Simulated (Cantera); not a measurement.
Feed: 1 mol C, 0.27 mol H₂O, 9.6 mol H₂, equilibrated at 2175 K and 0.133 bar.

Cantera equilibrium calculation (NASA polynomials, part measured and part estimated; ideal gas, pure solids and liquids). Candidate condensed phases: C, C₆H₆, C₇H₈, C₈H₁₈, H₂O; 110 gas species. Rates play no part.

Base state: H₂ 0.958, CO 0.0265, H 0.0131, C₂H₂ (acetylene) 0.00214, CH₄ 3.40e-5 (mole fractions); condensed: C(graphite).

Problem. What changes in the equilibrium state with this change: temperature from 2175 K to 2950 K?

Solution. 
| species | before | after |
|---|---|---|
| H₂ | 0.958 | 0.649 |
| H | 0.0131 | 0.298 |
| C₂H₂ (acetylene) | 0.00214 | 0.0261 |
| CO | 0.0265 | 0.0226 |
| C₂ | <1e-9 | 0.000102 |
| C₃ | 1.09e-8 | 0.000880 |
| C | 7.31e-9 | 0.000203 |
| C₅ | <1e-9 | 1.03e-5 |
| CH | 7.71e-9 | 2.91e-5 |
| C(graphite), mol | 0.686 | 0 |
